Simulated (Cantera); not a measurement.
**Equilibrium for iron carbonyl, mercury and lead vapours: Fe(CO)5 + H2 + O2**

Input: 1 mol Fe(CO)5, 1.4 mol H2, 0.77 mol O2, equilibrated at 12.0 Pa.

Method: chemical equilibrium by Gibbs-energy minimisation in Cantera with the NASA 1993 tables (ideal gas, pure condensed phases). Candidate condensed phases: C, C6H6, C7H8, C8H18, Fe, Fe(CO)5, FeO, Fe(OH)2, Fe(OH)3, Fe2O3, Fe3O4, H2O; 114 gas species. Mutual solubility and eutectic melting of coexisting phases are not modelled. The tables' stoichiometric FeO is somewhat more stable than real wüstite, so its field is too wide. FeO: taken at fixed stoichiometry. Rates play no part.

From 1323 K to 1548 K the condensed part is Fe(γ) + FeO(s). The main Fe-bearing gas is Fe throughout.

| T (K) | x CO | x H2 | x CO2 | x H2O | n Fe(γ) | n FeO(s) |
|---|---|---|---|---|---|---|
| 1323 | 0.661 | 0.163 | 0.121 | 0.0554 | 0.587 | 0.413 |
| 1348 | 0.662 | 0.162 | 0.119 | 0.0568 | 0.584 | 0.416 |
| 1373 | 0.664 | 0.160 | 0.117 | 0.0582 | 0.581 | 0.419 |
| 1398 | 0.666 | 0.159 | 0.115 | 0.0595 | 0.578 | 0.421 |
| 1423 | 0.667 | 0.158 | 0.114 | 0.0608 | 0.575 | 0.424 |
| 1448 | 0.669 | 0.156 | 0.112 | 0.0620 | 0.571 | 0.426 |
| 1473 | 0.670 | 0.155 | 0.110 | 0.0632 | 0.567 | 0.429 |
| 1498 | 0.671 | 0.154 | 0.109 | 0.0643 | 0.561 | 0.431 |
| 1523 | 0.672 | 0.153 | 0.107 | 0.0653 | 0.554 | 0.433 |
| 1548 | 0.673 | 0.151 | 0.106 | 0.0662 | 0.543 | 0.436 |
x: gas mole fraction; n: condensed amount in mol.
